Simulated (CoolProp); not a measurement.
Model: reference Helmholtz-energy equation of state, Span 2003, in CoolProp. It is a short technical equation, of lower accuracy than the large ones.

For n-heptane, give the phase and the speed of sound (m/s), viscosity (µPa s) at 600 K and 200 kPa; 600 K and 5360 kPa; 600 K and 12200 kPa.


- 600 K and 200 kPa: gas; speed of sound 223, viscosity 11.7
- 600 K and 5360 kPa: supercritical; speed of sound 144, viscosity 33.6
- 600 K and 12200 kPa: supercritical; speed of sound 357, viscosity 62.3

Viscosity comes from a separate model (Michailidou 2014).
